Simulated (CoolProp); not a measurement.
Vapour-liquid equilibrium of ethane (1) + CHF3 (R23) (2) at 0.646 MPa; x and y are mole fractions of (1).

Computed with CoolProp (multi-fluid Helmholtz-energy mixture model, Bücker 2006 and Penoncello 2003; pair parameters Bell 2016).

Problem. Give the bubble temperature and the first vapour's composition at x = 0.35, 0.5, 0.575. Is there an azeotrope?

Solution. x = 0.35: 216.4 K, y = 0.509; x = 0.5: 216.2 K, y = 0.529; x = 0.575: 216.2 K, y = 0.540. y crosses x between x = 0.5 and 0.575: the model has an azeotrope there.

Pair parameters are fitted to limited data, so mixtures are less certain than the pure fluids. With so large a gap from Raoult's law the liquid may split in two, which this calculation doesn't test in full.
